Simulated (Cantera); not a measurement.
Input (Python, Cantera) and output of one run.

```python
import numpy as np
import cantera as ct

gas_names = """
    C CN CO CO2 C2 CCN CNC C2N2 C2O C3 C3O2 C4 C4N2 C5 N NCO NO NO2 NO3 N2 N2O O O2 O3 Si SiC SiC2 SiN
    SiO SiO2 Si2 Si2C Si2N Si3
""".split()
cond_names = """
    C(gr) Si(cr) Si(L) SiC(b) SiO2(Lqz) SiO2(hqz) SiO2(L) Si2N2O(s) Si3N4(a)
""".split()


# ... load() reads the species with a 1 bar reference pressure and builds the phases ...
atoms = {
    'SiC': {'Si': 1, 'C': 1},
    'N2O': {'N': 2, 'O': 1},
    'N2': {'N': 2},
}
top_T = {'C(gr)': 4500, 'SiC(b)': 3050, 'Si2N2O(s)': 2100, 'Si3N4(a)': 2400}  # K; cautious upper limits of use, not melting points


# ... equilibrate(T, P, feed) seeds the gas with the atoms and calls Mixture.equilibrate('TP', solver="vcs", rtol=1e-11, max_steps=5000) ...
results = []
feed = {'SiC': 1, 'N2O': 0.21, 'N2': 14}  # mol
P = 4.5  # Pa
for T in [1248, 1298, 1348, 1398, 1448, 1498, 1548]:
    mix = equilibrate(T, P, feed)
    results.append((T, P, feed, dict(zip(mix.species_names, mix.species_moles))))

top = {s: max(r[3][s] / sum(r[3][g] for g in gas_names) for r in results) for s in gas_names}
cols = sorted((s for s in top if top[s] > 1e-06), key=lambda s: -top[s])[:8]
seen = [c for c in cond_names if any(r[3].get(c, 0) > 1e-12 for r in results)]
print("log10 of partial pressures in bar; condensed amounts in mol")
print(f"{'T/K':>10s}" + "".join(f"{s[:9]:>10s}" for s in cols + seen))
for T, P, feed, n in results:
    ng = sum(n[g] for g in gas_names)
    print(f"{T:10.4g}" + "".join(f"{np.log10(max(n[s] / ng * P / 1e5, 1e-99)):10.3f}" for s in cols)
          + "".join(f"{n.get(c, 0):10.4g}" for c in seen))
```

Output:

```
log10 of partial pressures in bar; condensed amounts in mol
       T/K        N2        CO       SiO        Si    SiC(b) Si2N2O(s)
      1248    -4.351    -6.356    -9.336   -13.621      0.86    0.0699
      1298    -4.351    -6.357    -8.482   -12.420    0.8603    0.0693
      1348    -4.351    -6.362    -7.693   -11.307    0.8621   0.06571
      1398    -4.352    -6.393    -6.971   -10.267    0.8713   0.04731
      1448    -4.353    -6.484    -6.485    -9.360    0.8949         0
      1498    -4.353    -6.483    -6.486    -8.785    0.8947         0
      1548    -4.353    -6.481    -6.488    -8.249    0.8941         0
```

Method: chemical equilibrium by Gibbs-energy minimisation in Cantera with the NASA 1993 tables (ideal gas, pure condensed phases). Mutual solubility and eutectic melting of coexisting phases are not modelled.
